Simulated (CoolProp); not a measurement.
A Linde-Hampson liquefier for CF4 (R14): isothermal reversible compression at 320 K from 1 atm to 40 MPa, throttling to 1 atm, return gas leaving the recuperator 0 K below the feed. Each further row changes one setting.

Model: reference Helmholtz-energy equation of state, Platzer 1990, in CoolProp. This equation is an older, rougher fit; its heat capacities, sound speeds and derivatives of the liquid may be far off and weren't checked against measurements.

| case | liquid yield per pass | compression work (kJ/kg of gas) |
|---|---|---|
| as stated | 0.253 | 169 |
| warm-end temperature 350 K | 0.203 | 190 |
| warm-end gap 5 K | 0.242 | 169 |
